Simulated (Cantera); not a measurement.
An isothermal, constant-pressure homogeneous reactor starts with 29.4 % CH4, 70.6 % H2, at 1698 K and 8300 Pa.

Model: GRI-Mech 3.0 (53 species, 325 reactions), integrated in Cantera. GRI-Mech 3.0 stops at C3 and has no aromatics, soot or wall deposition, so with more carbon than oxygen in the feed, carbon stays in small species such as C2H2 where larger ones or solid carbon would form.

### Question
Predict: x(CH4) at 4.00 s; x(H2) at 4.00 s; x(C2H2) at 4.00 s; x(H) at 4.00 s; x(CH3) at 4.00 s.

### Answer
| Property | Value |
|---|---|
| x(CH4) at 4.00 s | 0.00386 (gas-phase equilibrium 0.00298) |
| x(H2) at 4.00 s | 0.883 (gas-phase equilibrium 0.884) |
| x(C2H2) at 4.00 s | 0.112 (gas-phase equilibrium 0.112) |
| x(H) at 4.00 s | 0.000474 (gas-phase equilibrium 0.000475) |
| x(CH3) at 4.00 s | 4.20e-5 (gas-phase equilibrium 3.25e-5) |
